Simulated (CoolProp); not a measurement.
100 sccm (0 °C, 1 atm) of nitrogen bubbles through liquid R245fa at 274.2 K and leaves saturated at a total pressure of 0.15 MPa (ideal gas phase). Each further row changes one setting.

The numbers come from the reference Helmholtz-energy equation of state, Akasaka 2015 in CoolProp.

```json
[
 {"case": "as stated", "vapour pressure (kPa)": "55.9", "mole fraction of vapour": "0.372", "delivery (mg/min)": "355", "delivery (sccm)": "___", "change of delivery for a bath 1 K warmer (%)": "___"},
 {"case": "bath temperature 279.2 K", "vapour pressure (kPa)": "69.7", "mole fraction of vapour": "0.465", "delivery (mg/min)": "___", "delivery (sccm)": "86.8", "change of delivery for a bath 1 K warmer (%)": "8.5"},
 {"case": "total pressure 0.3 MPa", "vapour pressure (kPa)": "55.9", "mole fraction of vapour": "___", "delivery (mg/min)": "___", "delivery (sccm)": "22.9", "change of delivery for a bath 1 K warmer (%)": "5.7"}
]
```

Problem. What belongs in the gaps?

Solution. 
- as stated, delivery (sccm): 59.4
- as stated, change of delivery for a bath 1 K warmer (%): 7.5
- bath temperature 279.2 K, delivery (mg/min): 519
- total pressure 0.3 MPa, mole fraction of vapour: 0.186
- total pressure 0.3 MPa, delivery (mg/min): 137
